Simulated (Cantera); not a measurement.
# Thermodynamics of roasting and sulfation, feed MgCO3 + H2S + O2

Charge: 1 mol MgCO3, 1.6 mol H2S, 0.54 mol O2, at 56.0 mbar.

Equilibrium computed with Cantera from the NASA thermochemical tables; the gas is ideal and each condensed phase is pure. Candidate condensed phases: C, C6H6, C7H8, C8H18, H2O, H2SO4, Mg, MgCO3, MgO, Mg(OH)2, MgS, MgSO4, S; 130 gas species. Kinetics and transport are ignored.

From 1348 K to 1748 K the condensed part is MgO(s).

```
T (K)  x H2O  x CO2   x S2    x CO    x H2   x SO2   x H2S      x SO  n MgO(s)
-----  -----  -----  -----  ------  ------  ------  ------  --------  --------
1348   0.349  0.213  0.192  0.0831  0.0694  0.0287  0.0593  0.000661      1.00
1398   0.346  0.198  0.191  0.0962  0.0777  0.0349  0.0497   0.00107      1.00
1448   0.342  0.183  0.190   0.109  0.0860  0.0418  0.0418   0.00168      1.00
1498   0.336  0.169  0.187   0.122  0.0943  0.0491  0.0354   0.00254      1.00
1548   0.330  0.155  0.183   0.134   0.103  0.0566  0.0301   0.00372     1.000
1598   0.322  0.141  0.179   0.146   0.111  0.0642  0.0258   0.00528     1.000
1648   0.314  0.129  0.174   0.156   0.119  0.0716  0.0222   0.00731     1.000
1698   0.305  0.117  0.168   0.166   0.128  0.0786  0.0193   0.00986     1.000
1748   0.296  0.106  0.163   0.175   0.136  0.0852  0.0168    0.0130     1.000
```
x: gas mole fraction; n: condensed amount in mol.
